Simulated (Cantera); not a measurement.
A closed system holds: 1 mol NaCl, 0.55 mol H2O, 0.82 mol H2, held at 1250 K and 0.0100 bar.

Equilibrium computed with Cantera from the NASA thermochemical tables; the gas is ideal and each condensed phase is pure. Candidate condensed phases: H2O, Na, NaCl, NaOH, NaO2, Na2O, Na2O2; 23 gas species. Equilibrium is a limit: real reactors are often held back by kinetics, nucleation or transport.

Base state: H2 0.365, NaCl 0.327, H2O 0.245, Na2Cl2 0.0591, HCl 0.00171, Na 0.00154, NaOH 0.000170 (mole fractions); condensed: gas only.

### Question
What changes in the equilibrium state with this change: temperature from 1250 K to 1050 K?

### Answer
```
species         before    after
------------  --------  -------
H2               0.365    0.580
H2O              0.245    0.389
NaCl             0.327   0.0211
Na2Cl2          0.0591  0.00910
Na             0.00154  6.57e-5
HCl            0.00171  9.09e-5
NaOH          0.000170  2.52e-5
NaCl(s), mol         0    0.944
```

### Question
What changes in the equilibrium state with this change: pressure from 0.0100 bar to 0.120 bar?

### Answer
```tsv
species	before	after
H2	0.365	0.554
H2O	0.245	0.371
NaCl	0.327	0.0544
Na2Cl2	0.0591	0.0197
Na	0.00154	0.000326
HCl	0.00171	0.000480
NaOH	0.000170	0.000153
NaCl(l), mol	0	0.860
```
